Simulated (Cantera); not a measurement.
A jet of 6.65 % CH4, 14.9 % O2, 78.5 % N2, equivalence ratio 0.89 at 300 K and 0.0220 bar hits a platinum plate 2.7 cm away at a mass flux of 0.1 kg/m²/s; the plate temperature is set and raised in steps from an oxygen-covered start.

Cantera simulation using Deutschmann's 1995 Pt surface mechanism with GRI-Mech 3.0 gas chemistry; the numbers are that mechanism's predictions, not measurements. Catalytic surfaces can have several steady states; this one follows from the mechanism file's or the stated starting coverage.

One state of this run: wall x CH4 = 0.0583; wall x O2 = 0.131; wall x H2O = 0.0155; wall x OH = 4.08e-8; wall x CO = 2.60e-5; wall x CO2 = 0.0101; θ free Pt = 0.273; θ O* = 0.727. x: mole fraction at the wall; θ: surface coverage.

Q: Which value of plate T (K) does it belong to?
(A) 1100
(B) 900
(C) 1150
(D) 1050

A: B, 900
